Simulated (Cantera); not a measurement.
A freely propagating, adiabatic, planar premixed flame of CH4 : C2H6 : O2 : N2 = 1 : 0.29 : 2.51 : 9.55 (molar parts), unburnt at 575 K and 100000 Pa; multicomponent transport, grid criteria slope 0.08 and curve 0.16, no radiation.

Cantera simulation using GRI-Mech 3.0 (53 species, 325 reactions); the numbers are that mechanism's predictions, not measurements. Burning velocities carry a grid error of a few per cent, more on coarse grids.

### Question
Predict: laminar burning velocity; thermal thickness; peak x(C2H2); peak x(HCO); peak x(O).

### Answer
| Item | Value |
|---|---|
| laminar burning velocity | 114 cm/s |
| thermal thickness | 0.334 mm |
| peak x(C2H2) | 0.00111 |
| peak x(HCO) | 7.22e-5 |
| peak x(O) | 0.00241 |
